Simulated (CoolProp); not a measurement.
Water along the isobar 0.779 MPa: Z from the reference equation and from simpler models built on Tc = 373.9 °C, pc = 22.06 MPa, ω = 0.344; each cubic takes its own stable root.

Values from CoolProp's reference Helmholtz-energy equation of state, Wagner 2002.

```json
[
 {"T (°C)": "83.55", "phase": "liquid", "reference": "0.004879"},
 {"T (°C)": "103.95", "phase": "liquid", "reference": "0.004683"},
 {"T (°C)": "124.35", "phase": "liquid", "reference": "0.004518"},
 {"T (°C)": "144.65", "phase": "liquid", "reference": "0.004381"},
 {"T (°C)": "165.05", "phase": "liquid", "reference": "0.004268"},
 {"T (°C)": "185.45", "phase": "gas", "reference": "0.9502"},
 {"T (°C)": "205.85", "phase": "gas", "reference": "0.9594"},
 {"T (°C)": "226.25", "phase": "gas", "reference": "0.9662"},
 {"T (°C)": "246.65", "phase": "gas", "reference": "0.9715"},
 {"T (°C)": "267.05", "phase": "gas", "reference": "0.9757"},
 {"T (°C)": "287.45", "phase": "gas", "reference": "0.9791"},
 {"T (°C)": "307.85", "phase": "gas", "reference": "0.9819"}
]
```

How far does each simpler model (van der Waals, Redlich-Kwong, Soave-Redlich-Kwong, Peng-Robinson) lie from the reference over these 12 states: mean and median of the absolute difference, and the worst?


- van der Waals: mean 8835.9 %, median 2.3 %, worst +22706.9 % at 165.05 °C and 0.779 MPa
- Redlich-Kwong: mean 3697.6 %, median 1.6 %, worst +22472.6 % at 165.05 °C and 0.779 MPa
- Soave-Redlich-Kwong: mean 15.1 %, median 1.1 %, worst +36.9 % at 165.05 °C and 0.779 MPa
- Peng-Robinson: mean 8.6 %, median 0.9 %, worst +21.0 % at 165.05 °C and 0.779 MPa

At some of these states van der Waals, Redlich-Kwong gives the other phase, because its saturation line lies elsewhere.
